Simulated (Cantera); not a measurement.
A closed system holds: 1 mol Si2Cl6, 0.52 mol HCl, 22 mol H2, equilibrated at 0.110 bar.

These are equilibrium values from Cantera (NASA tables, ideal gas, pure condensed phases), not measurements of a reactor. Candidate condensed phases: Si; 19 gas species. The feed counts by its element totals alone. Kinetics and transport are ignored.

Over these rows the condensed part is Si(s). Partial pressures as log10 of bar:

```json
[
 {"T (K)": "1373", "1000/T (1/K)": "0.7283", "log p SiCl4": "-2.98", "log p H2": "-1.04", "log p HCl": "-1.94", "log p SiCl2": "-2.38"},
 {"T (K)": "1423", "1000/T (1/K)": "0.7027", "log p SiCl4": "-3.23", "log p H2": "-1.04", "log p HCl": "-1.91", "log p SiCl2": "-2.30"},
 {"T (K)": "1473", "1000/T (1/K)": "0.6789", "log p SiCl4": "-3.50", "log p H2": "-1.04", "log p HCl": "-1.89", "log p SiCl2": "-2.24"},
 {"T (K)": "1523", "1000/T (1/K)": "0.6566", "log p SiCl4": "?", "log p H2": "-1.05", "log p HCl": "-1.88", "log p SiCl2": "-2.21"},
 {"T (K)": "1573", "1000/T (1/K)": "0.6357", "log p SiCl4": "-4.07", "log p H2": "-1.05", "log p HCl": "-1.88", "log p SiCl2": "-2.18"},
 {"T (K)": "1623", "1000/T (1/K)": "0.6161", "log p SiCl4": "-4.35", "log p H2": "-1.05", "log p HCl": "-1.88", "log p SiCl2": "-2.17"}
]
```

**Question.** Fit log p(SiCl4) = a + b·(1000/T) to the five rows, give the apparent enthalpy, and predict the row at 1523 K.

**Answer.** Means: 1000/T = 0.6723, log p = -3.626. Sxy = 0.105985, Sxx = 0.0086017, so b = 12.32 and a = -3.626 − (12.32)×0.6723 = -11.91.
Apparent enthalpy: −19.145 × (12.32) = -236 kJ/mol. With the condensed phases at unit activity, 2 SiCl2(g) = SiCl4(g) + Si(s) links this pressure to the main gases: over the six rows their terms move log p by +0.42 in all, so the slope isn't that reaction's ΔH° alone. The five rows lie within 0.05 of the line.
Prediction at 1523 K: -11.91 + (12.32)×0.6566 = -3.82. The computed value is -3.79, 0.03 from the line.
